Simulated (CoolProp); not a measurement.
Model: reference Helmholtz-energy equation of state, Kamei 1995, in CoolProp.

Q: Give the vapour pressure (MPa), liquid density (kg/m³), enthalpy of vaporisation (kJ/kg) of saturated R22 at 252.5 K.

A: 
| T (K) | p (MPa) | liquid density (kg/m³) | enthalpy of vaporisation (kJ/kg) |
|---|---|---|---|
| 252.5 | 0.239 | 1350 | 220 |
